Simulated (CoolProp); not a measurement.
Vapour pressure (bar) of octamethylcyclotetrasiloxane (D4): the reference equation beside estimates from Tc = 313.4 °C, pc = 13.47 bar, ω = 0.598.

Computed with CoolProp (reference Helmholtz-energy equation of state, Thol 2015).

| T (°C) | reference | Lee-Kesler | van der Waals | Soave-Redlich-Kwong |
|---|---|---|---|---|
| 95.25 | 0.07163 | … | … | 0.07263 |
| 107.95 | 0.1202 | 0.1212 | 1.827 | 0.1210 |
| 120.75 | 0.1937 | 0.1944 | 2.179 | 0.1942 |
| 133.55 | 0.3000 | 0.3002 | 2.573 | 0.3003 |
| 146.35 | 0.4489 | 0.4485 | 3.012 | 0.4492 |
| 159.15 | … | … | 3.496 | … |
| 171.95 | 0.9193 | 0.9174 | 4.028 | 0.9226 |
| 184.75 | 1.267 | 1.264 | 4.610 | 1.274 |

Some entries are withheld; supply them.


- 95.25, Lee-Kesler: 0.07274
- 95.25, van der Waals: 1.517
- 159.15, reference: 0.6513
- 159.15, Lee-Kesler: 0.6501
- 159.15, Soave-Redlich-Kwong: 0.6523

Absolute difference from the reference over all 8 rows, mean and median: Lee-Kesler 0.4 and 0.2 %, van der Waals 853.8 and 664.3 %, Soave-Redlich-Kwong 0.4 and 0.3 %.
